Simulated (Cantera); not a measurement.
A closed system holds: 1 mol SiCl₄, 250 mol H₂, held at 2125 °C and 13.3 mbar.

Equilibrium computed with Cantera from the NASA thermochemical tables; the gas is ideal and each condensed phase is pure. Candidate condensed phases: Si; 19 gas species. The tables' values for SiCl are old estimates; treat these amounts as uncertain. Gases not in the tables: Si₂H₆ and higher silanes. Rates play no part.

Base state: H₂ 0.855, H 0.126, HCl 0.0133, Si 0.00352, Cl 0.00141, SiH 0.000117, SiCl 3.51e-5, SiH₂ 1.31e-5 (mole fractions); condensed: gas only.

What changes in the equilibrium state with this change: H₂ from 250 to 3.5 mol?


```
species   before     after
-------  -------  --------
H₂         0.855     0.352
HCl       0.0133     0.348
SiCl₂    7.33e-6     0.114
SiCl     3.51e-5    0.0134
Cl       0.00141    0.0571
Si       0.00352    0.0331
H          0.126    0.0810
SiCl₃      <1e-9  0.000556
Si₂      1.76e-6  0.000156
```
The tables' values for SiCl, SiCl₃ are old estimates; treat these amounts as uncertain.
